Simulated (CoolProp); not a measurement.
The fluid at 298.15 K and 0.117 MPa expands adiabatically to 0.00849 MPa with isentropic efficiency 0.8. The same conditions are run with several fluids, on thermodynamics alone (safety and materials aside).

The numbers come from the reference Helmholtz-energy equation of state of each fluid (propane: Lemmon 2009; propylene: Lemmon 2013; CF4 (R14): Platzer 1990; R507A: Lemmon 2003; R407C: Lemmon 2003) in CoolProp. The equations of Platzer and Polt are older, rougher fits. Blends and air are pseudo-pure fits.

```json
[
 {"fluid": "propane", "work (kJ/kg)": "99.7", "final temperature (K)": "230.6", "final density (kg/m³)": "0.196"},
 {"fluid": "propylene", "work (kJ/kg)": "102", "final temperature (K)": "223.0", "final density (kg/m³)": "0.193"},
 {"fluid": "CF4 (R14)", "work (kJ/kg)": "48.8", "final temperature (K)": "220.4", "final density (kg/m³)": "0.408"},
 {"fluid": "R507A", "work (kJ/kg)": "45.5", "final temperature (K)": "239.6", "final density (kg/m³)": "0.423"},
 {"fluid": "R407C", "work (kJ/kg)": "50.8", "final temperature (K)": "229.4", "final density (kg/m³)": "0.385"}
]
```
